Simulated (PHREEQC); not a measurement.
A PHREEQC speciation (ion-association model, wateq4f.dat) at 48 °C gives pH 5.47 and these molalities:

```json
[
 {"species": "Cl-", "mol/kgw": "0.102"},
 {"species": "CdCl+", "mol/kgw": "0.0512"},
 {"species": "Mg+2", "mol/kgw": "0.0269"},
 {"species": "Cd+2", "mol/kgw": "0.0174"},
 {"species": "SO4-2", "mol/kgw": "0.0169"},
 {"species": "MgSO4", "mol/kgw": "0.0161"},
 {"species": "CdCl2", "mol/kgw": "0.0117"},
 {"species": "CdSO4", "mol/kgw": "0.00755"},
 {"species": "Cd(SO4)2-2", "mol/kgw": "0.00122"},
 {"species": "CdCl3-", "mol/kgw": "0.00104"},
 {"species": "CdOHCl", "mol/kgw": "6.88e-6"}
]
```

Q: What are the element totals, and what could have been dissolved in 1 kg of water to give them?

A: Several could match; the one computed here: totals Cd 0.0900, Cl 0.180, Mg 0.0430, S(6) 0.0430 mol/kgw, from 0.09 mol/kgw CdCl2 and 0.043 mol/kgw MgSO4.

Precipitation was switched off in this run. At this temperature some constants are extrapolated from 25 °C, and those without enthalpy data are left unchanged.
